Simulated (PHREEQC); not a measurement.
Na2CO3 is added in steps, without added water, to 1 kg of water holding 0.003 mol/kgw H2SeO3, 0.0038 mol/kgw NH3 and 0.29 mol/kgw NaCl, at 80 °C. No oxygen is let in. No CO2 enters from the air. Nothing may precipitate in this run.

Base run: PHREEQC, ion-association model, wateq4f.dat. Each further column changes one thing. The table gives NaCO3- (mol/kgw).

| Na2CO3 added (mol) | base | Debye-Hückel limiting law | Davies equation for every ion | all activity coefficients set to 1 |
|---|---|---|---|---|
| 0 | 0 | 0 | 0 | 0 |
| 0.0002625 | 1.20e-5 | 5.08e-6 | 1.22e-5 | 2.14e-5 |
| 0.0004375 | 2.40e-5 | ? | 2.42e-5 | ? |
| 0.0007 | 4.78e-5 | 2.12e-5 | 4.84e-5 | 8.34e-5 |
| 0.0009625 | 7.90e-5 | 3.58e-5 | 7.99e-5 | 0.000136 |
| 0.001138 | 0.000104 | 4.79e-5 | 0.000105 | 0.000177 |
| 0.0014 | 0.000148 | ? | 0.000149 | 0.000248 |
| 0.001662 | 0.000199 | 9.64e-5 | 0.000201 | 0.000329 |
| 0.001837 | 0.000238 | 0.000117 | 0.000240 | 0.000389 |
| 0.0021 | 0.000302 | 0.000152 | 0.000306 | 0.000486 |
| 0.002363 | 0.000375 | 0.000193 | 0.000379 | 0.000593 |
| 0.002537 | 0.000427 | 0.000224 | 0.000432 | 0.000669 |
| 0.0028 | 0.000512 | 0.000275 | 0.000518 | ? |

Complete the blanks.


- 0.0004375, Debye-Hückel limiting law: 1.03e-5
- 0.0004375, all activity coefficients set to 1: 4.23e-5
- 0.0014, Debye-Hückel limiting law: 6.98e-5
- 0.0028, all activity coefficients set to 1: 0.000790

Away from 25 °C the constants follow the database's enthalpies or fits; those with neither stay at their 25 °C values.
